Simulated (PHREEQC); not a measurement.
0.064 g of hydrous ferric oxide (600 m²/g; 0.2 weak and 0.005 strong sites per Fe, Dzombak-Morel constants, diffuse double layer) in 1 kg of water with 0.3 mol/kgw of an inert sodium salt and 0.0039 mmol/kgw Na2SeO4, at 25 °C; the pH is set by adding NaOH or the inert anion's acid. Oxygen is held at 0.21 atm. The system is closed to CO2. Nothing may precipitate in this run.

The series has 13 steps of pH, from 3 to 9.

Computed with PHREEQC (ion-association model, wateq4f.dat).

Task: Near which pH is half of the Se sorbed, and on which side is more sorbed?

Result: Near pH 4.7, with more sorbed at lower pH.

Species that the database lacks are ignored. The oxide is taken as insoluble; below pH 4 it would dissolve.
